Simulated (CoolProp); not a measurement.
Vapour-liquid equilibrium of benzene (1) + octamethylcyclotetrasiloxane (D4) (2) at 123.95 °C; x and y are mole fractions of (1).

Computed with CoolProp (multi-fluid Helmholtz-energy mixture model, Thol 2012 and Thol 2015; pair parameters Bell 2016).

```tsv
x	bubble pressure, mixture model (bar)	bubble pressure, Raoult's law (bar)	y, mixture model	y, Raoult's law
0.05	0.3323	0.3708	0.373	0.444
0.2	0.7431	0.8325	0.759	0.792
0.35	1.193	1.294	0.876	0.891
0.5	1.645	1.756	0.928	0.938
0.65	2.103	2.218	0.959	0.966
0.8	2.592	2.680	0.981	0.984
0.95	3.121	3.141	0.996	0.997
```

The largest gap from Raoult's law is -10.7 % in bubble pressure, at x = 0.2. No azeotrope shows between x = 0.05 and 0.95.

Pair parameters are fitted to limited data, so mixtures are less certain than the pure fluids.
